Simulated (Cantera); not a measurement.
A freely propagating, adiabatic, planar premixed flame of CH3OH : O2 : N2 = 1 : 1.15 : 4.34 (molar parts), equivalence ratio 1.3, unburnt at 500 K and 1350 Torr; mixture-averaged transport, grid criteria slope 0.08 and curve 0.16, no radiation.

Model: GRI-Mech 3.0 (53 species, 325 reactions), integrated in Cantera. GRI-Mech 3.0 was tuned for natural gas; its chemistry of methanol as a main component is partial and can be far from experiment. Burning velocities carry a grid error of a few per cent, more on coarse grids.

Question: How do the results move with these cheaper or finer settings: unity-Lewis-number transport; multicomponent transport; multicomponent+Soret transport; grid criteria slope 0.5, curve 1; grid criteria slope 0.25, curve 0.5; grid criteria slope 0.03, curve 0.06?

Answer: 
| setting | laminar burning velocity | thermal thickness | peak x(H2O2) | peak x(C2H) | grid points |
|---|---|---|---|---|---|
| as above | 104 cm/s | 0.143 mm | 0.00167 | <1e-8 | 140 |
| unity-Lewis-number transport | 65.2 cm/s | 0.207 mm | 0.000654 | <1e-8 | 148 |
| multicomponent transport | 104 cm/s | 0.146 mm | 0.00167 | <1e-8 | 140 |
| multicomponent+Soret transport | 102 cm/s | 0.147 mm | 0.00168 | <1e-8 | 141 |
| grid criteria slope 0.5, curve 1 | 120 cm/s | 0.156 mm | 0.00175 | <1e-8 | 36 |
| grid criteria slope 0.25, curve 0.5 | 110 cm/s | 0.149 mm | 0.00167 | <1e-8 | 60 |
| grid criteria slope 0.03, curve 0.06 | 101 cm/s | 0.143 mm | 0.00166 | <1e-8 | 318 |
The base run took around 14 core-seconds (rough).
Unity Lewis numbers drop preferential diffusion, which matters most where H2 and H carry the flame; Soret adds thermal diffusion.
